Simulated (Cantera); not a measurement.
## Equilibrium for halide evaporation, hydrolysis and transport: CaF₂ + N₂ + H₂

Charge: 1 mol CaF₂, 0.71 mol N₂, 7.8 mol H₂, equilibrated at 660 Torr.

Method: chemical equilibrium by Gibbs-energy minimisation in Cantera with the NASA 1993 tables (ideal gas, pure condensed phases). Candidate condensed phases: Ca, CaF₂; 25 gas species. The numbers say what is thermodynamically allowed, not how fast it happens.

```tsv
T (°C)	x H₂	x N₂	x CaF₂	x HF	x H	x CaF	n CaF₂(s)	n CaF₂(l)
575	0.916	0.0833	<1e-12	<1e-12	1.94e-11	<1e-12	1.00	0
675	0.916	0.0834	<1e-12	2.67e-11	5.35e-10	<1e-12	1.00	0
775	0.917	0.0834	1.48e-12	7.86e-10	7.88e-9	3.59e-12	1.00	0
875	0.917	0.0834	9.99e-11	1.27e-8	7.31e-8	1.59e-10	1.00	0
975	0.917	0.0834	3.32e-9	1.30e-7	4.77e-7	3.73e-9	1.000	0
1075	0.917	0.0834	6.37e-8	9.35e-7	2.36e-6	5.33e-8	1.000	0
1175	0.917	0.0834	7.85e-7	5.10e-6	9.41e-6	5.12e-7	1.000	0
1275	0.916	0.0834	6.64e-6	2.22e-5	3.14e-5	3.51e-6	1.000	0
1375	0.916	0.0834	4.20e-5	8.04e-5	9.09e-5	1.84e-5	0.999	0
1475	0.916	0.0834	0.000196	0.000245	0.000233	7.46e-5	0	0.997
1575	0.914	0.0833	0.000723	0.000654	0.000540	0.000246	0	0.990
1675	0.911	0.0830	0.00230	0.00158	0.00115	0.000707	0	0.971
1775	0.903	0.0824	0.00647	0.00349	0.00227	0.00180	0	0.921
```
x: gas mole fraction; n: condensed amount in mol.

From 575 °C to 1375 °C the condensed part is CaF₂(s). From 1475 °C to 1775 °C the condensed part is CaF₂(l).
